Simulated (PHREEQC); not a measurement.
2.3 g of hydrous ferric oxide (600 m²/g; 0.2 weak and 0.005 strong sites per Fe, Dzombak-Morel constants, diffuse double layer) in 1 kg of water with 0.01 mol/kgw of an inert sodium salt and 7.3e-06 mol/kgw ZnSO4, at 25 °C; the pH is set by adding NaOH or the inert anion's acid. Oxygen alone is held at its pressure in air (log pO2 = -0.68). CO2 from the air is kept out. Nothing may precipitate in this run.

Model: ion-association model, wateq4f.dat, run in PHREEQC.

```
pH   S sorbed (%)  Zn sorbed (%)  surface charge σ (C/m²)  surface potential ψ (mV)
---  ------------  -------------  -----------------------  ------------------------
3           100.0            0.0                    0.329                       199
3.5         100.0            0.0                    0.282                       194
4           100.0            0.3                    0.223                       183
4.5         100.0            2.0                    0.165                       168
5           100.0           13.2                    0.116                       151
5.5          99.8           52.9                    0.078                       132
6.5          93.3           98.6                    0.031                        86
7            65.5           99.8                    0.017                        60
7.5          19.1          100.0                    0.008                        34
8             2.7          100.0                    0.001                         6
8.5           0.3          100.0                   -0.005                       -21
9             0.0          100.0                   -0.013                       -49
```

Complexes and solids missing from the database can't appear. The oxide is taken as insoluble; below pH 4 it would dissolve.
